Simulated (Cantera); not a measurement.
A freely propagating, adiabatic, planar premixed flame of H₂ : O₂ : N₂ = 1 : 0.455 : 2.05 (molar parts), equivalence ratio 1.1, unburnt at 600 K and 4.93 atm; mixture-averaged transport, grid criteria slope 0.08 and curve 0.16, no radiation.

Computed with Cantera and the H2/O2 subset of GRI-Mech 3.0, which has no nitrogen chemistry. The hydrogen kinetics of GRI-Mech 3.0 are dated; newer H2 mechanisms differ, most at raised pressure. Burning velocities carry a grid error of a few per cent, more on coarse grids.

Problem. Predict: laminar burning velocity; thermal thickness; peak x(HO₂); peak x(H₂O₂); peak x(O); peak x(H).

Solution. 
```
Property                     Result
------------------------  ---------
laminar burning velocity   628 cm/s
thermal thickness         0.0620 mm
peak x(HO₂)                0.000837
peak x(H₂O₂)                6.51e-5
peak x(O)                   0.00648
peak x(H)                    0.0323
```
